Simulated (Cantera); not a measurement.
Charge: 1 mol Cu, 7.3 mol F2, 0.46 mol H2, at 750 °C and 0.0133 bar.

Cantera equilibrium calculation (NASA polynomials, part measured and part estimated; ideal gas, pure solids and liquids). Candidate condensed phases: Cu, CuF2; 15 gas species. The numbers say what is thermodynamically allowed, not how fast it happens.

Base state: F 0.592, F2 0.311, HF 0.0956, CuF2 0.00178 (mole fractions); condensed: CuF2(s).

Task: What changes in the equilibrium state with this change: pressure from 0.0133 bar to 0.0100 bar?

Result: 
```json
[
 {"species": "F", "before": "0.592", "after": "0.636"},
 {"species": "F2", "before": "0.311", "after": "0.269"},
 {"species": "HF", "before": "0.0956", "after": "0.0925"},
 {"species": "CuF2", "before": "0.00178", "after": "0.00237"},
 {"species": "CuF2(s), mol", "before": "0.983", "after": "0.976"}
]
```

Task: What changes in the equilibrium state with this change: 0.75 mol NH3 added?

Result: 
```tsv
species	before	after
F	0.592	0.473
HF	0.0956	0.292
F2	0.311	0.198
N2	0	0.0346
CuF2	0.00178	0.00178
NF3	0	6.30e-5
CuF2(s), mol	0.983	0.981
```
